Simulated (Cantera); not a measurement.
Charge: 1 mol HF, 1.1 mol O2, 0.25 mol H2, held at 1798.15 K and 133 Pa.

Cantera equilibrium calculation (NASA polynomials, part measured and part estimated; ideal gas, pure solids and liquids). Candidate condensed phases: H2O; 22 gas species. The numbers say what is thermodynamically allowed, not how fast it happens.

Q: What is the equilibrium state?

A: 
```json
{
  "x(HF)": "0.448",
  "x(O2)": "0.435",
  "x(H2O)": "0.110",
  "x(OH)": "0.00448",
  "x(O)": "0.00216",
  "x(H2)": "0.000241",
  "x(H)": "0.000150",
  "x(F)": "4.61e-5",
  "gas_amount": "2.230 mol"
}
```
